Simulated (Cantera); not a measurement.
## Diamond growth

A diamond (100) surface in a fixed gas of H2 with x(CH4) = 0.0021, x(CH3) = 0.00016, at 1400 K, 82.5 Torr; coverages are run to steady state.

Model: the Harris–Goodwin 1993 mechanism for the reconstructed diamond (100) surface, integrated in Cantera.

| x(H) | growth (µm/h) | θ c6HH | θ c6H* | θ c6*H | θ c6** | θ c6HM |
|---|---|---|---|---|---|---|
| 0.0001 | 0.0297 | 0.714 | 0.0279 | 0.255 | 0.00310 | 3.95e-5 |
| 0.00024 | 0.187 | 0.571 | 0.0413 | 0.378 | 0.00962 | 6.04e-5 |
| 0.00059 | 0.782 | 0.454 | 0.0514 | 0.471 | 0.0226 | 8.24e-5 |
| 0.0014 | 1.95 | 0.386 | 0.0565 | 0.517 | 0.0384 | 0.000104 |
| 0.0035 | 3.53 | 0.350 | 0.0588 | 0.537 | 0.0526 | 0.000123 |
| 0.0086 | 5.17 | 0.334 | 0.0597 | 0.544 | 0.0611 | 0.000131 |
| 0.021 | 7.40 | 0.328 | 0.0602 | 0.546 | 0.0654 | 0.000128 |
| 0.051 | 11.0 | 0.325 | 0.0609 | 0.547 | 0.0675 | 0.000112 |
| 0.12 | 16.3 | 0.323 | 0.0624 | 0.545 | 0.0688 | 8.54e-5 |
θ: site fractions in the mechanism's names (c6HH fully hydrogenated, c6H* and c6*H radical sites, c6** diradical, c6HM methylated).
